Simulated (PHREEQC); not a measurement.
Consider water at 25 °C with 3.5 mol/kgw HCl and 0.21 mol/kgw MgSO4. Closed to the air; pH follows from the charge balance.

Computed with PHREEQC (Pitzer model, pitzer.dat).

| quantity | before | after |
|---|---|---|
| pH | -1.18 | 6.24 |
| ionic strength (mol/kgw) | 4.02 | 4.34 |
| HSO4- (mol/kgw) | 0.162 | 7.60e-7 |
| SO4-2 (mol/kgw) | 0.0478 | 0.210 |
| SI of Epsomite (MgSO4:7H2O) | -2.63 | -1.71 |
| SI of Hexahydrite (MgSO4:6H2O) | -2.82 | -1.91 |

### Question
Name the change that produced these shifts.
A) temperature from 25 to 40 °C
B) HCl from 3.5 to 3.85 mol/kgw
C) HCl replaced by LiCl at the same molality
D) HCl left out
E) MgSO4 from 0.21 to 0.189 mol/kgw

### Answer
C, HCl replaced by LiCl at the same molality

This is a speciation only: nothing precipitates in the calculation.
